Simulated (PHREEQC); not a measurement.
HCl is added in steps, without added water, to 1 kg of water holding 0.11 mmol/kgw Ag2SO4 and 0.56 mmol/kgw HF, at 20 °C. Oxygen is held at 0.21 atm. CO2 from the air is kept out. The run lets Cerargyrite, Ag2O, Ag2SO4 precipitate or redissolve, and no other solid.

Base run: PHREEQC, ion-association model, wateq4f.dat. Each further column changes one thing. The table gives HSO4- (mol/kgw).

| HCl added (mol) | base | temperature from 20 to 65 °C | Ag2SO4 replaced by NiSO4 at the same molality | temperature from 20 to 80 °C | no solid may form |
|---|---|---|---|---|---|
| 0 | 3.10e-6 | 6.91e-6 | 3.04e-6 | 9.19e-6 | 3.10e-6 |
| 0.000275 | 4.81e-6 | 1.12e-5 | 4.65e-6 | 1.51e-5 | 4.75e-6 |
| 0.00055 | 6.47e-6 | 1.54e-5 | 6.27e-6 | 2.09e-5 | 6.41e-6 |
| 0.000825 | 8.10e-6 | 1.93e-5 | 7.87e-6 | 2.61e-5 | 8.05e-6 |
| 0.0011 | 9.70e-6 | 2.30e-5 | 9.44e-6 | 3.09e-5 | 9.65e-6 |
| 0.001375 | 1.12e-5 | 2.65e-5 | 1.10e-5 | 3.51e-5 | 1.12e-5 |
| 0.00165 | 1.27e-5 | 2.96e-5 | 1.24e-5 | 3.89e-5 | 1.27e-5 |
| 0.001925 | 1.42e-5 | 3.25e-5 | 1.39e-5 | 4.23e-5 | 1.42e-5 |
| 0.0022 | 1.56e-5 | 3.51e-5 | 1.53e-5 | 4.53e-5 | 1.56e-5 |

 At this temperature some constants are extrapolated from 25 °C, and those without enthalpy data are left unchanged. In at least one series the solution becomes supersaturated in solids that the run did not let form, among them Cerargyrite. Solids allowed in the column 'Ag2SO4 replaced by NiSO4 at the same molality': Ni(OH)2, Ni4(OH)6SO4, Morenosite.
